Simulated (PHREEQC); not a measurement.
0.016 g of hydrous ferric oxide (600 m²/g; 0.2 weak and 0.005 strong sites per Fe, Dzombak-Morel constants, diffuse double layer) in 1 kg of water with 0.3 mol/kgw of an inert sodium salt and 1.1e-06 mol/kgw Ag2SO4 and 1.6e-05 mol/kgw CuCl2, at 25 °C; the pH is set by adding NaOH or the inert anion's acid. Oxygen alone is held at its pressure in air (log pO2 = -0.68). CO2 from the air is kept out. Nothing may precipitate in this run.

All values are PHREEQC results (ion-association model, wateq4f.dat), not measurements.

| pH | S sorbed (%) | Ag sorbed (%) | Cu sorbed (%) | surface charge σ (C/m²) |
|---|---|---|---|---|
| 4 | 22.6 | 0.0 | 0.1 | 0.344 |
| 5.33 | 7.4 | 0.0 | 9.9 | [?] |
| 6 | 2.6 | 0.0 | 42.9 | 0.174 |
| 6.67 | 1.1 | 0.1 | 80.9 | [?] |
| 8 | 0.0 | 1.2 | 85.7 | [?] |
| 9.33 | 0.0 | 16.3 | 70.4 | [?] |
| 10 | 0.0 | 40.5 | [?] | -0.072 |
| 10.67 | 0.0 | 68.7 | 42.5 | [?] |
| 12 | 0.0 | 86.2 | 4.2 | -0.313 |

**Question.** Complete the blanks.

**Answer.** 
- 5.33, surface charge σ (C/m²): 0.233
- 6.67, surface charge σ (C/m²): 0.143
- 8, surface charge σ (C/m²): 0.058
- 9.33, surface charge σ (C/m²): -0.023
- 10, Cu sorbed (%): 59.1
- 10.67, surface charge σ (C/m²): -0.139

Along this series the solution becomes supersaturated in solids that the run did not let form, among them Cu(OH)2. The database's constant for dissolved Cu(OH)2 is higher than later reviews accept.
